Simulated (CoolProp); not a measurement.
1000 sccm (0 °C, 1 atm) of nitrogen bubbles through liquid n-nonane at 332.8 K and leaves saturated at a total pressure of 0.0694 MPa (ideal gas phase). Each further row changes one setting.

Model: reference Helmholtz-energy equation of state, Lemmon 2006, in CoolProp. It is a short technical equation, of lower accuracy than the large ones.

```csv
case,vapour pressure (kPa),mole fraction of vapour,delivery (mg/min),delivery (sccm),change of delivery for a bath 1 K warmer (%)
as stated,3.91,0.0564,…,…,5.2
bath temperature 337.8 K,4.95,…,440,76.8,5.1
total pressure 0.139 MPa,3.91,…,166,…,5.1
```

Task: Complete the blanks.

Result: 
- as stated, delivery (mg/min): 342
- as stated, delivery (sccm): 59.7
- bath temperature 337.8 K, mole fraction of vapour: 0.0714
- total pressure 0.139 MPa, mole fraction of vapour: 0.0281
- total pressure 0.139 MPa, delivery (sccm): 29.0
